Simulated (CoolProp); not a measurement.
Vapour-liquid equilibrium of ethanol (1) + n-heptane (2) at 17.7 bar; x and y are mole fractions of (1).

Values from CoolProp's multi-fluid Helmholtz-energy mixture model, Schroeder 2014 and Span 2003; pair parameters Bell 2016.

Question: Give the bubble temperature and the first vapour's composition at x = 0.275, 0.35, 0.575. Is there an azeotrope?

Answer: x = 0.275: 190.4 °C, y = 0.534; x = 0.35: 186.2 °C, y = 0.585; x = 0.575: 179.1 °C, y = 0.701. No azeotrope shows between x = 0.05 and 0.95.

The pair parameters rest on a limited set of measurements; away from them the model extrapolates.
